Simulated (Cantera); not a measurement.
## Catalytic combustion on Pt

An isothermal plug-flow reactor at 850 K and 0.440 bar (inlet), inlet velocity 0.97 m/s, active area per volume 2800 1/m; feed 0.262 % CH₄, 1.25 % O₂, 98.5 % N₂, equivalence ratio 0.42.

Cantera simulation using Deutschmann's 1995 Pt surface mechanism with GRI-Mech 3.0 gas chemistry; the numbers are that mechanism's predictions, not measurements. Catalytic surfaces can have several steady states; this one follows from the mechanism file's or the stated starting coverage. Mass transfer to the wall is taken as infinitely fast.

```
z (m)      x CH₄     x O₂     x H₂O     x CO₂      x CO  θ free Pt   θ O*     θ OH*
------  --------  -------  --------  --------  --------  ---------  -----  --------
0.0007   0.00240   0.0120  0.000440  0.000219   7.17e-7      0.168  0.832  0.000440
0.0012   0.00225   0.0117  0.000736  0.000367   6.75e-7      0.169  0.831  0.000566
0.0019   0.00206   0.0113   0.00113  0.000562   6.19e-7      0.170  0.829  0.000698
0.0032   0.00173   0.0107   0.00178  0.000887   5.25e-7      0.172  0.827  0.000879
0.0054   0.00128  0.00979   0.00268   0.00134   3.92e-7      0.175  0.823   0.00109
0.009   0.000760  0.00875   0.00372   0.00186   2.36e-7      0.180  0.819   0.00129
0.015   0.000304  0.00784   0.00463   0.00231   9.54e-8      0.184  0.815   0.00145
0.025    6.19e-5  0.00736   0.00511   0.00256   1.96e-8      0.186  0.812   0.00153
0.042    3.96e-6  0.00724   0.00523   0.00261   1.25e-9      0.187  0.812   0.00155
0.07     4.26e-8  0.00723   0.00524   0.00262  1.38e-11      0.187  0.812   0.00155
```
x: gas mole fraction; θ: surface coverage.
